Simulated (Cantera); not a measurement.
Cantera run:

```python
import numpy as np
import cantera as ct

gas_names = """
    CL CL2 H HCL H2 Si SiCL SiCL2 SiCL3 SiCL4 SiH SiHCL3 SiH2 SiH2CL2 SiH3 SiH3CL SiH4 Si2 Si3
""".split()
cond_names = """
    Si(cr) Si(L)
""".split()


# ... load() reads the species with a 1 bar reference pressure and builds the phases ...
atoms = {
    'SiCl4': {'Si': 1, 'CL': 4},
    'HCl': {'H': 1, 'CL': 1},
    'H2': {'H': 2},
}
top_T = {}  # K; cautious upper limits of use, not melting points


# ... equilibrate(T, P, feed) seeds the gas with the atoms and calls Mixture.equilibrate('TP', solver="vcs", rtol=1e-11, max_steps=5000) ...
results = []
feed = {'SiCl4': 1, 'HCl': 5.7, 'H2': 1.4}  # mol
P = 1900000  # Pa
for T in [575, 725, 875, 1025, 1175, 1325, 1475, 1625]:
    mix = equilibrate(T, P, feed)
    results.append((T, P, feed, dict(zip(mix.species_names, mix.species_moles))))

top = {s: max(r[3][s] / sum(r[3][g] for g in gas_names) for r in results) for s in gas_names}
cols = sorted((s for s in top if top[s] > 1e-06), key=lambda s: -top[s])[:9]
seen = [c for c in cond_names if any(r[3].get(c, 0) > 1e-12 for r in results)]
print("log10 of partial pressures in bar; condensed amounts in mol")
print(f"{'T/K':>10s}" + "".join(f"{s[:9]:>10s}" for s in cols + seen))
for T, P, feed, n in results:
    ng = sum(n[g] for g in gas_names)
    print(f"{T:10.4g}" + "".join(f"{np.log10(max(n[s] / ng * P / 1e5, 1e-99)):10.3f}" for s in cols)
          + "".join(f"{n.get(c, 0):10.4g}" for c in seen))
```

Output:

```
log10 of partial pressures in bar; condensed amounts in mol
       T/K       HCL        H2     SiCL4     SiCL3    SiHCL3     SiCL2   SiH2CL2        CL         H
       575     1.126     0.516     0.370   -11.231    -5.068   -19.492   -11.841   -16.187   -16.909
       725     1.126     0.516     0.370    -7.894    -3.750   -13.770    -9.028   -12.122   -12.772
       875     1.126     0.516     0.370    -5.717    -2.900   -10.041    -7.209    -9.436   -10.042
      1025     1.126     0.516     0.369    -4.188    -2.307    -7.426    -5.938    -7.528    -8.103
      1175     1.127     0.515     0.368    -3.059    -1.872    -5.496    -5.003    -6.101    -6.654
      1325     1.127     0.512     0.364    -2.195    -1.542    -4.019    -4.291    -4.992    -5.530
      1475     1.128     0.507     0.354    -1.520    -1.291    -2.862    -3.741    -4.103    -4.634
      1625     1.131     0.496     0.332    -0.992    -1.111    -1.951    -3.326    -3.372    -3.904
```

Equilibrium computed with Cantera from the NASA thermochemical tables; the gas is ideal and each condensed phase is pure. The tables' values for SiCl3 are old estimates; treat these amounts as uncertain.
